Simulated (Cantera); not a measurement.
Input: 1 mol PbS, 920 mol H2, 11 mol N2, equilibrated at 1.00 bar.

Equilibrium computed with Cantera from the NASA thermochemical tables; the gas is ideal and each condensed phase is pure. Candidate condensed phases: Pb, PbS, S; 18 gas species. Equilibrium is a limit: real reactors are often held back by kinetics, nucleation or transport.

x: gas mole fraction; n: condensed amount in mol.

```json
[
 {"T (°C)": "700", "x H2": "0.987", "x N2": "0.0118", "x H": "1.07e-9", "x H2S": "0.00107", "x Pb": "8.75e-6", "x SH": "___", "n Pb(l)": "0.989"},
 {"T (°C)": "800", "x H2": "0.987", "x N2": "0.0118", "x H": "1.39e-8", "x H2S": "0.00106", "x Pb": "7.31e-5", "x SH": "___", "n Pb(l)": "0.915"},
 {"T (°C)": "900", "x H2": "0.987", "x N2": "0.0118", "x H": "1.17e-7", "x H2S": "0.00101", "x Pb": "0.000422", "x SH": "___", "n Pb(l)": "0.544"},
 {"T (°C)": "1000", "x H2": "0.986", "x N2": "0.0118", "x H": "7.08e-7", "x H2S": "0.000964", "x Pb": "0.000965", "x SH": "___", "n Pb(l)": "0"},
 {"T (°C)": "1100", "x H2": "0.986", "x N2": "0.0118", "x H": "3.31e-6", "x H2S": "0.000985", "x Pb": "0.000987", "x SH": "___", "n Pb(l)": "0"},
 {"T (°C)": "1200", "x H2": "0.986", "x N2": "0.0118", "x H": "1.26e-5", "x H2S": "0.000999", "x Pb": "0.00100", "x SH": "___", "n Pb(l)": "0"},
 {"T (°C)": "1300", "x H2": "0.986", "x N2": "0.0118", "x H": "4.04e-5", "x H2S": "0.00101", "x Pb": "0.00101", "x SH": "___", "n Pb(l)": "0"},
 {"T (°C)": "1400", "x H2": "0.986", "x N2": "0.0118", "x H": "0.000113", "x H2S": "0.00101", "x Pb": "0.00102", "x SH": "___", "n Pb(l)": "0"},
 {"T (°C)": "1500", "x H2": "0.986", "x N2": "0.0118", "x H": "0.000282", "x H2S": "0.000995", "x Pb": "0.00103", "x SH": "___", "n Pb(l)": "0"},
 {"T (°C)": "1600", "x H2": "0.985", "x N2": "0.0118", "x H": "0.000641", "x H2S": "0.000972", "x Pb": "0.00104", "x SH": "___", "n Pb(l)": "0"},
 {"T (°C)": "1700", "x H2": "0.985", "x N2": "0.0118", "x H": "0.00134", "x H2S": "0.000934", "x Pb": "0.00104", "x SH": "___", "n Pb(l)": "0"},
 {"T (°C)": "1800", "x H2": "0.983", "x N2": "0.0118", "x H": "0.00261", "x H2S": "0.000879", "x Pb": "0.00105", "x SH": "___", "n Pb(l)": "0"},
 {"T (°C)": "1900", "x H2": "0.981", "x N2": "0.0118", "x H": "0.00478", "x H2S": "0.000805", "x Pb": "0.00105", "x SH": "___", "n Pb(l)": "0"}
]
```

Problem. Complete the blanks.

Solution. 
- 700, x SH: 3.76e-9
- 800, x SH: 2.47e-8
- 900, x SH: 1.13e-7
- 1000, x SH: 4.10e-7
- 1100, x SH: 1.30e-6
- 1200, x SH: 3.52e-6
- 1300, x SH: 8.34e-6
- 1400, x SH: 1.77e-5
- 1500, x SH: 3.42e-5
- 1600, x SH: 6.06e-5
- 1700, x SH: 9.96e-5
- 1800, x SH: 0.000152
- 1900, x SH: 0.000216
